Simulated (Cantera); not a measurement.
Input: 1 mol PbF₂, 0.7 mol H₂.

Method: chemical equilibrium by Gibbs-energy minimisation in Cantera with the NASA 1993 tables (ideal gas, pure condensed phases). Candidate condensed phases: Pb, PbF₂; 16 gas species. Each liquid is taken as pure. Mutual solubility and eutectic melting of coexisting phases are not modelled. Kinetics and transport are ignored.

Stable condensed phases, one row left out:

```
T in °C \ P in Pa
           0.10   0.40    1.6    6.3     25    100    400   1600   6300  25000 100000
   1050       A      A      A      A      A      A      A      B      B      B      C
   1000       A      A      A      A      A      A      A      B      B      C      C
    900       A      A      A      A      A      A      B      B      C      C      C
    850       A      A      A      A      A      B      B      B      C      C      C
    800       A      A      A      A      B      B      B      C      C      C      C
    750       A      A      A      A      B      B      B      C      C      C      C
    700       A      A      A      B      B      B      C      C      C      C      C
    650       A      A      B      B      B      C      C      C      C      C      C
    600       A      B      B      B      C      C      C      C      C      C      C
    550       B      B      B      C      C      C      C      C      C      C      C
    500       B      C      C      C      C      C      C      C      C      C      C
    450       C      C      C      C      C      C      C      C      C      C      C
    400       C      C      C      C      C      C      C      C      C      C      C
```

A: gas only; B: Pb; C: Pb + PbF₂.

Problem. Give the row for 950 °C.

Solution. 0.10: gas only; 0.40: gas only; 1.6: gas only; 6.3: gas only; 25: gas only; 100: gas only; 400: Pb; 1600: Pb; 6300: Pb; 25000: Pb + PbF₂; 100000: Pb + PbF₂.
